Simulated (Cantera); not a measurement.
A Cantera script and what it prints.

```python
import numpy as np
import cantera as ct

gas_names = """
    C CN CO CO2 C2 CCN CNC C2N2 C2O C3 C3O2 C4 C4N2 C5 N NCO NO NO2 NO3 N2 N2O O O2 O3 Si SiC SiC2 SiN
    SiO SiO2 Si2 Si2C Si2N Si3
""".split()
cond_names = """
    C(gr) Si(cr) Si(L) SiC(b) SiO2(Lqz) SiO2(hqz) SiO2(L) Si2N2O(s) Si3N4(a)
""".split()


# ... load() reads the species with a 1 bar reference pressure and builds the phases ...
atoms = {
    'Si3N4': {'Si': 3, 'N': 4},
    'CO2': {'C': 1, 'O': 2},
    'N2': {'N': 2},
}
top_T = {'C(gr)': 4500, 'SiC(b)': 3050, 'Si2N2O(s)': 2100, 'Si3N4(a)': 2400}  # K; cautious upper limits of use, not melting points


# ... equilibrate(T, P, feed) seeds the gas with the atoms and calls Mixture.equilibrate('TP', solver="vcs", rtol=1e-11, max_steps=5000) ...
results = []
feed = {'Si3N4': 1, 'CO2': 0.011, 'N2': 830}  # mol
P = 25000  # Pa
for T in [975, 1125, 1275, 1425, 1575, 1725, 1875, 2025, 2175]:
    mix = equilibrate(T, P, feed)
    results.append((T, P, feed, dict(zip(mix.species_names, mix.species_moles))))

top = {s: max(r[3][s] / sum(r[3][g] for g in gas_names) for r in results) for s in gas_names}
cols = sorted((s for s in top if top[s] > 0.001), key=lambda s: -top[s])[:6]
seen = [c for c in cond_names if any(r[3].get(c, 0) > 1e-12 for r in results)]
print("log10 of partial pressures in bar; condensed amounts in mol")
print(f"{'T/K':>10s}" + "".join(f"{s[:9]:>10s}" for s in cols + seen))
for T, P, feed, n in results:
    ng = sum(n[g] for g in gas_names)
    print(f"{T:10.4g}" + "".join(f"{np.log10(max(n[s] / ng * P / 1e5, 1e-99)):10.3f}" for s in cols)
          + "".join(f"{n.get(c, 0):10.4g}" for c in seen))
```

Output:

```
log10 of partial pressures in bar; condensed amounts in mol
       T/K        N2        Si     C(gr)     Si(L) Si2N2O(s)  Si3N4(a)
       975    -0.602   -23.474     0.011         0     0.022    0.9853
      1125    -0.602   -18.502   0.01097         0   0.02197    0.9854
      1275    -0.602   -14.710  0.009199         0    0.0202    0.9865
      1425    -0.602   -11.725         0         0   0.01099    0.9927
      1575    -0.602    -9.316         0         0  0.009507    0.9932
      1725    -0.602    -7.332         0         0         0    0.9963
      1875    -0.602    -5.672         0         0         0    0.9932
      2025    -0.602    -4.262         0         0         0    0.9039
      2175    -0.603    -3.540         0     1.687         0         0
```

Equilibrium computed with Cantera from the NASA thermochemical tables; the gas is ideal and each condensed phase is pure. Mutual solubility and eutectic melting of coexisting phases are not modelled. The tables' values for SiN are old estimates; treat these amounts as uncertain.
